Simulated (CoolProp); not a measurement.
The numbers come from the reference Helmholtz-energy equation of state, Zhou 2011 in CoolProp.

### Question
Give the vapour pressure (MPa), vapour density (kg/m³) of saturated dimethyl carbonate at 432.4, 449.8 K.

### Answer
| T (K) | p (MPa) | vapour density (kg/m³) |
|---|---|---|
| 432.4 | 0.612 | 17.2 |
| 449.8 | 0.873 | 24.4 |
